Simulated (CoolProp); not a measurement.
Ammonia along the isobar 26500 kPa: Z from the reference equation and from simpler models built on Tc = 132.4 °C, pc = 11360 kPa, ω = 0.256; each cubic takes its own stable root.

The numbers come from the reference Helmholtz-energy equation of state, Gao 2020 in CoolProp.

```csv
T (°C),phase,reference,van der Waals,Peng-Robinson
102.25,liquid,0.2840,0.4849,0.3245
109.75,liquid,0.2862,0.4836,0.3290
117.25,liquid,0.2891,0.4829,0.3346
124.65,liquid,0.2930,0.4829,0.3417
132.15,liquid,0.2980,0.4835,0.3505
139.55,supercritical,0.3044,0.4847,0.3612
147.05,supercritical,0.3127,0.4868,0.3744
154.55,supercritical,0.3233,0.4897,0.3905
161.95,supercritical,0.3368,0.4934,0.4094
169.45,supercritical,0.3544,0.4981,0.4319
176.95,supercritical,0.3766,0.5038,0.4575
```
